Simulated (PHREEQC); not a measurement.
PHREEQC input (ion-association model, wateq4f.dat):

```
SOLUTION_MASTER_SPECIES
  An  An-  0  An  62.0  # stands for a non-complexing anion
SOLUTION_SPECIES
  An- = An-
    -log_k 0
    -gamma 3.0 0
PHASES
  Fix_H+
    H+ = H+
    -log_k 0
SOLUTION 1
  temp 25
  units mmol/kgw
  pH 7 charge
  Se(6) 0.033
  Na 5.066
  An 5
END
SELECTED_OUTPUT 1
  -reset false
  -pH true
  -pe true
  -ionic_strength true
  -water true
  -totals Na Se Se(-2) Se(4) Se(6)
  -molalities Hfo_wOH Hfo_wOH2+ Hfo_wO- Hfo_sOH Hfo_sOH2+ Hfo_sO- Hfo_wSeO4- Hfo_wOHSeO4-2
USER_PUNCH 1
  -headings sigma psi
  10 PUNCH EDL("sigma", "Hfo"), EDL("psi", "Hfo")
PRINT
  -reset false
USE solution 1
SURFACE 1
  Hfo_wOH 0.000269663 600 0.12
  Hfo_sOH 6.74157e-06
EQUILIBRIUM_PHASES 1
  Fix_H+ -3 HAn 10
    -force_equality true
  O2(g) -0.68 10
END
# ... the last block is repeated for the other 12 points of pH, with NaOH or the acid as the point needs
```

Selected output (columns that matter, 10 of 13 rows; pH added in front):

```
pH	mu	Na	Se	m_Hfo_wOH	m_Hfo_wOH2+	m_Hfo_wO-	m_Hfo_sOH	m_Hfo_sOH2+	m_Hfo_sO-	m_Hfo_wSeO4-	m_Hfo_wOHSeO4-2	sigma	psi
3	0.0062313	0.005066	9.7866e-09	2.7384e-05	0.00020921	8.2112e-08	7.8002e-07	5.9592e-06	2.3389e-09	2.5381e-05	7.6091e-06	0.23384	0.20154
3.67	0.0053591	0.005066	2.0684e-08	6.4871e-05	0.00017125	5.6294e-07	1.8477e-06	4.8778e-06	1.6035e-08	1.7658e-05	1.5321e-05	0.17054	0.18921
5	0.0051015	0.005066	6.969e-07	0.00012875	0.000105	3.6164e-06	3.6567e-06	2.9822e-06	1.0272e-07	8.4819e-06	2.3821e-05	0.064512	0.14071
5.67	0.0050871	0.005066	5.2057e-06	0.00015331	8.1997e-05	6.5662e-06	4.273e-06	2.2855e-06	1.8302e-07	5.2618e-06	2.2533e-05	0.036462	0.11191
6.33	0.0050926	0.005066	1.7951e-05	0.00018395	5.7086e-05	1.3579e-05	4.8705e-06	1.5115e-06	3.5954e-07	1.7957e-06	1.3254e-05	0.021921	0.086851
7.67	0.0051004	0.005066	3.2771e-05	0.00020675	3.3074e-05	2.9608e-05	5.1732e-06	8.2755e-07	7.4084e-07	1.4932e-08	2.138e-07	0.0041676	0.024607
8.33	0.005102	0.0050698	3.2987e-05	0.00020698	3.0604e-05	3.2068e-05	5.1747e-06	7.6514e-07	8.0174e-07	7.7913e-10	1.2069e-08	-0.0020444	-0.012414
9	0.0051134	0.0050839	3.2999e-05	0.00020671	2.8029e-05	3.4923e-05	5.1678e-06	7.0074e-07	8.7307e-07	3.8786e-11	6.5515e-10	-0.009471	-0.049824
10.33	0.0053466	0.0053296	3.3e-05	0.00020124	1.8635e-05	4.9787e-05	5.031e-06	4.6586e-07	1.2447e-06	1.2022e-13	2.9737e-12	-0.042794	-0.1187
11	0.0062189	0.0062163	3.3e-05	0.00018758	1.1405e-05	7.0678e-05	4.6895e-06	2.8512e-07	1.767e-06	7.6309e-15	2.8747e-13	-0.081424	-0.14753
```

The oxide is taken as insoluble; below pH 4 it would dissolve.
